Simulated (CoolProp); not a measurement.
Computed with CoolProp (reference Helmholtz-energy equation of state, Thol 2016).

### Question
For R1234ze(E), give the phase and the density (kg/m³), cv (kJ/(kg K)), isothermal compressibility (1/MPa), conductivity (mW/(m K)) at 334.4 K and 472 kPa.

### Answer
- 334.4 K and 472 kPa: gas; density 21.0, cv 0.877, isothermal compressibility 2.31, conductivity 16.7

Thermal conductivity comes from a separate model (Perkins 2011).
